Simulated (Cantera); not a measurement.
Feed: 1 mol BCl₃, 2.5 mol H₂O, 16 mol H₂, equilibrated at 1973 K and 75.0 Torr.

Equilibrium computed with Cantera from the NASA thermochemical tables; the gas is ideal and each condensed phase is pure. Candidate condensed phases: B, B₂O₃, B₃O₃H₃, H₂O; 33 gas species. The tables' values for BOCl are old estimates; treat these amounts as uncertain. Kinetics and transport are ignored.

Base state: H₂ 0.773, HCl 0.145, HBO₂ 0.0357, H₂O 0.0335, HBO 0.00416, B₂O₃ 0.00381, H 0.00375, BOCl 0.000737 (mole fractions); condensed: gas only.

Question: What changes in the equilibrium state with this change: pressure from 75.0 Torr to 0.443 Torr?

Answer: 
```csv
species,before,after
H₂,0.773,0.732
HCl,0.145,0.135
H,0.00375,0.0475
HBO₂,0.0357,0.0330
H₂O,0.0335,0.0344
O,5.51e-8,1.01e-5
OH,1.54e-5,0.000212
Cl,0.000525,0.00655
BO₂,1.99e-5,0.000246
BO,0.000301,0.00344
```
